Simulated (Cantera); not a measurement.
## Hydrocarbon pyrolysis for carbon deposition

An isothermal, constant-pressure homogeneous reactor starts with 24.4 % C₂H₆, 75.6 % N₂, at 1200 K and 480 Pa.

Cantera simulation using GRI-Mech 3.0 (53 species, 325 reactions); the numbers are that mechanism's predictions, not measurements. GRI-Mech 3.0 stops at C3 and has no aromatics, soot or wall deposition, so with more carbon than oxygen in the feed, carbon stays in small species such as C2H2 where larger ones or solid carbon would form. Radical loss at walls, strong at low pressure, is not modelled.

```
t (s)       x C₂H₆     x C₂H     x CH₃     x CH₄     x CH₂
--------  --------  --------  --------  --------  --------
2.00e-6      0.244    <1e-12   8.12e-8  1.68e-11    <1e-12
1.25e-5      0.244    <1e-12   5.08e-7  6.56e-10    <1e-12
7.87e-5      0.244    <1e-12   3.17e-6   2.56e-8    <1e-12
0.000493     0.244    <1e-12   1.90e-5   9.81e-7  1.20e-11
0.00309      0.244    <1e-12   9.27e-5   3.25e-5  8.49e-10
0.0194       0.238  2.10e-12  0.000365  0.000799   1.79e-8
0.122        0.173  6.38e-11  0.000584    0.0135   4.10e-8
0.763       0.0193  4.42e-10  0.000192    0.0560   1.08e-8
4.78      0.000212  1.50e-10   1.73e-5    0.0592  1.35e-10
30.0       9.87e-6  5.02e-11   3.86e-6    0.0578  6.98e-12
```
x: mole fraction; the columns are a selection and need not sum to one.

Equilibrium at this temperature and pressure: C₂H₆ 4.69e-7, C₂H 1.08e-10, CH₃ 1.35e-6, CH₄ 0.0137, CH₂ 3.49e-12 (gas phase only).
